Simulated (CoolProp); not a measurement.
Vapour-liquid equilibrium of sulfur dioxide (1) + toluene (2) at 316.3 K; x and y are mole fractions of (1).

Model: multi-fluid Helmholtz-energy mixture model, Gao 2016 and Lemmon 2006; pair parameters Bell 2016, in CoolProp.

### Question
Give the bubble pressure and the first vapour's composition at x = 0.15, 0.25, 0.85. Is there an azeotrope?

### Answer
x = 0.15: 0.09143 MPa, y = 0.913; x = 0.25: 0.1597 MPa, y = 0.956; x = 0.85: 0.5836 MPa, y = 0.997. No azeotrope shows between x = 0.05 and 0.95.

Pair parameters are fitted to limited data, so mixtures are less certain than the pure fluids.
